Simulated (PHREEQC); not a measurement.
PHREEQC input (ion-association model, wateq4f.dat):

```
SOLUTION_MASTER_SPECIES
  An  An-  0  An  62.0  # stands for a non-complexing anion
SOLUTION_SPECIES
  An- = An-
    -log_k 0
    -gamma 3.0 0
PHASES
  Fix_H+
    H+ = H+
    -log_k 0
SOLUTION 1
  temp 25
  units mmol/kgw
  pH 7 charge
  S(6) 0.086
  Ag 0.172
  Na 1
  An 1
END
SELECTED_OUTPUT 1
  -reset false
  -pH true
  -pe true
  -ionic_strength true
  -water true
  -totals Ag Na S S(-2) S(6)
  -molalities Hfo_wOH Hfo_wOH2+ Hfo_wO- Hfo_sOH Hfo_sOH2+ Hfo_sO- Hfo_wSO4- Hfo_wOHSO4-2 Hfo_sOAg Hfo_wOAg
  -saturation_indices Ag2O Ag2SO4 Mirabilite
USER_PUNCH 1
  -headings sigma psi
  10 PUNCH EDL("sigma", "Hfo"), EDL("psi", "Hfo")
PRINT
  -reset false
USE solution 1
SURFACE 1
  Hfo_wOH 4.04494e-05 600 0.018
  Hfo_sOH 1.01124e-06
EQUILIBRIUM_PHASES 1
  Fix_H+ -4 HAn 10
    -force_equality true
  O2(g) -0.68 10
END
# ... the last block is repeated for the other 12 points of pH, with NaOH or the acid as the point needs
```

Selected output (columns that matter, 13 of 13 rows; pH added in front):

```
pH	mu	Ag	Na	S	m_Hfo_wOH	m_Hfo_wOH2+	m_Hfo_wO-	m_Hfo_sOH	m_Hfo_sOH2+	m_Hfo_sO-	si_Ag2O	si_Mirabilite	sigma	psi
4	0.0013427	0.000172	0.001	6.7267e-05	7.4474e-07	2.0971e-05	6.0589e-10	3.4642e-08	9.7548e-07	2.8184e-11	-12.146	-9.1714	0.017628	0.10887
4.67	0.0012634	0.00017198	0.001	6.9487e-05	2.9303e-06	2.0997e-05	9.3683e-09	1.216e-07	8.7136e-07	3.8878e-10	-10.805	-9.1514	0.01563	0.1044
5.33	0.00125	0.00017182	0.001	7.3655e-05	8.7897e-06	1.9221e-05	9.2082e-08	2.6136e-07	5.7153e-07	2.738e-09	-9.4854	-9.125	0.013072	0.095845
6	0.0012506	0.00017134	0.001	7.8809e-05	1.8686e-05	1.3985e-05	5.7199e-07	2.0584e-07	1.5405e-07	6.3008e-09	-8.1479	-9.0955	0.010182	0.083757
6.67	0.0012537	0.00017097	0.001	8.3255e-05	2.74e-05	8.0677e-06	2.1318e-06	6.3217e-08	1.8614e-08	4.9184e-09	-6.8099	-9.0718	0.007263	0.068088
7.33	0.0012556	0.00017048	0.0010004	8.559e-05	3.0266e-05	5.2312e-06	4.0115e-06	1.4882e-08	2.5721e-09	1.9724e-09	-5.4925	-9.0595	0.0038697	0.042731
8	0.0012577	0.00016862	0.0010043	8.5977e-05	2.9214e-05	4.4723e-06	4.3716e-06	3.2662e-09	5.0002e-10	4.8876e-10	-4.162	-9.0542	0.00050446	0.0062146
8.67	0.0012618	0.00016215	0.0010151	8.5999e-05	2.4256e-05	3.5204e-06	3.8287e-06	7.2888e-10	1.0578e-10	1.1505e-10	-2.8564	-9.045	-0.0027712	-0.032049
9.33	0.0012795	0.00014918	0.0010462	8.6e-05	1.4251e-05	1.7904e-06	2.5987e-06	1.7377e-10	2.1831e-11	3.1686e-11	-1.6105	-9.0194	-0.0072224	-0.067385
10	0.0013618	0.00013769	0.0011414	8.6e-05	5.0841e-06	3.4293e-07	1.7267e-06	4.0612e-11	2.7393e-12	1.3793e-11	-0.3477	-8.947	-0.012364	-0.09104
10.67	0.0017484	0.00013362	0.001537	8.6e-05	1.3102e-06	2.2552e-08	1.7438e-06	9.3246e-12	1.605e-13	1.2411e-11	0.9304	-8.7024	-0.015379	-0.095587
11.33	0.0035463	0.00013323	0.003357	8.6e-05	3.519e-07	1.2122e-09	2.3404e-06	2.4791e-12	8.5393e-15	1.6487e-11	2.0811	-8.0733	-0.0209	-0.093297
12	0.012544	0.0001354	0.01242	8.6e-05	1.6985e-07	1.4103e-10	4.6859e-06	1.2692e-12	1.0539e-15	3.5016e-11	2.6624	-7.0737	-0.041866	-0.09638
```

Along this series the solution becomes supersaturated in solids that the run did not let form, among them Ag2O.
